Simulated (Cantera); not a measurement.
Equilibrium for halide evaporation, hydrolysis and transport: LiCl + O₂ + H₂

Charge: 1 mol LiCl, 4 mol O₂, 0.12 mol H₂.

Equilibrium computed with Cantera from the NASA thermochemical tables; the gas is ideal and each condensed phase is pure. Candidate condensed phases: H₂O, Li, LiCl, LiH, LiOH, Li₂O; 25 gas species. Equilibrium is a limit: real reactors are often held back by kinetics, nucleation or transport.

Stable condensed phases:

```
T in K \ P in Pa
           0.10   0.56    3.2     18    100    560   3200  18000 100000
   2100       A      A      A      A      A      A      A      A      A
   2000       A      A      A      A      A      A      A      A      A
   1900       A      A      A      A      A      A      A      A      A
   1800       A      A      A      A      A      A      A      A      A
   1700       A      A      A      A      A      A      A      A      A
   1600       A      A      A      A      A      A      A      A      A
   1500       A      A      A      A      A      A      A      A      A
   1400       A      A      A      A      A      A      A      A      B
   1300       A      A      A      A      A      A      A      A      B
   1200       A      A      A      A      A      A      A      B      B
   1100       A      A      A      A      A      A      B      B      B
   1000       A      A      A      A      A      B      B      B      B
    900       A      A      A      A      B      B      B      B      B
    800       A      A      B      B      B      B      B      B      B
```

A: gas only; B: LiCl.
